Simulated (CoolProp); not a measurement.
200 sccm (0 °C, 1 atm) of nitrogen bubbles through liquid o-xylene at 343.3 K and leaves saturated at a total pressure of 0.0937 MPa (ideal gas phase). Each further row changes one setting.

The numbers come from the reference Helmholtz-energy equation of state, Zhou 2012 in CoolProp.

```json
[
 {"case": "as stated", "vapour pressure (kPa)": "8.49", "mole fraction of vapour": "0.0906", "delivery (mg/min)": "94.4", "delivery (sccm)": "?", "change of delivery for a bath 1 K warmer (%)": "4.7"},
 {"case": "bath temperature 348.3 K", "vapour pressure (kPa)": "10.4", "mole fraction of vapour": "0.111", "delivery (mg/min)": "?", "delivery (sccm)": "?", "change of delivery for a bath 1 K warmer (%)": "4.7"},
 {"case": "total pressure 0.187 MPa", "vapour pressure (kPa)": "8.49", "mole fraction of vapour": "?", "delivery (mg/min)": "45.1", "delivery (sccm)": "?", "change of delivery for a bath 1 K warmer (%)": "?"}
]
```

Q: Complete the blanks.

A: 
- as stated, delivery (sccm): 19.9
- bath temperature 348.3 K, delivery (mg/min): 119
- bath temperature 348.3 K, delivery (sccm): 25.1
- total pressure 0.187 MPa, mole fraction of vapour: 0.0454
- total pressure 0.187 MPa, delivery (sccm): 9.51
- total pressure 0.187 MPa, change of delivery for a bath 1 K warmer (%): 4.5
